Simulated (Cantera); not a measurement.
Equilibrium for aluminium and copper etching: Cu + HF

A closed system holds: 1 mol Cu, 1.5 mol HF, equilibrated at 1000 Pa.

Cantera equilibrium calculation (NASA polynomials, part measured and part estimated; ideal gas, pure solids and liquids). Candidate condensed phases: Cu, CuF2; 15 gas species. The numbers say what is thermodynamically allowed, not how fast it happens.

| T (°C) | x HF | x CuF | x H2 | x Cu | x H | x Cu2 | x H2F2 | n Cu(s) | n Cu(l) |
|---|---|---|---|---|---|---|---|---|---|
| 500 | 1.000 | 8.78e-9 | 4.62e-9 | <1e-12 | <1e-12 | <1e-12 | 1.11e-6 | 1.00 | 0 |
| 600 | 1.000 | 1.89e-7 | 9.61e-8 | 4.52e-12 | <1e-12 | <1e-12 | 6.57e-7 | 1.00 | 0 |
| 700 | 1.000 | 2.14e-6 | 1.08e-6 | 5.13e-10 | 1.12e-11 | <1e-12 | 4.34e-7 | 1.000 | 0 |
| 800 | 1.000 | 1.54e-5 | 7.70e-6 | 2.38e-8 | 3.89e-10 | <1e-12 | 3.11e-7 | 1.000 | 0 |
| 900 | 1.000 | 7.82e-5 | 3.92e-5 | 5.71e-7 | 7.38e-9 | 1.18e-11 | 2.37e-7 | 1.000 | 0 |
| 1000 | 1.000 | 0.000307 | 0.000154 | 8.24e-6 | 8.84e-8 | 5.17e-10 | 1.89e-7 | 1.000 | 0 |
| 1100 | 0.998 | 0.000975 | 0.000487 | 7.90e-5 | 7.35e-7 | 1.25e-8 | 1.56e-7 | 0 | 0.998 |
| 1200 | 0.996 | 0.00252 | 0.00126 | 0.000517 | 4.48e-6 | 1.70e-7 | 1.32e-7 | 0 | 0.995 |
| 1300 | 0.989 | 0.00572 | 0.00285 | 0.00265 | 2.17e-5 | 1.63e-6 | 1.14e-7 | 0 | 0.987 |
x: gas mole fraction; n: condensed amount in mol.

From 500 °C to 1000 °C the condensed part is Cu(s). From 1100 °C to 1300 °C the condensed part is Cu(l).
